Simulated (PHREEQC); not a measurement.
1 kg of water holding 0.0043 mol NaCl, 0.6 mol Na2SO4 and 0.0062 mol MgSO4 is evaporated at 15 °C; the solids stay in contact with the brine. No CO2 enters from the air. Solids allowed: Bischofite, Bloedite, Brucite, Epsomite, Halite, Hexahydrite, Kieserite, Mirabilite, Thenardite, MgCl2_4H2O. Others were left out.

The series has 12 steps of water left (kg), from 1 to 0.008792.

All values are PHREEQC results (Pitzer model, pitzer.dat), not measurements.

Problem. Which solids form, in which order, and at which step of the series does each first stand?

Solution. Mirabilite from water left = 0.5398 kg.
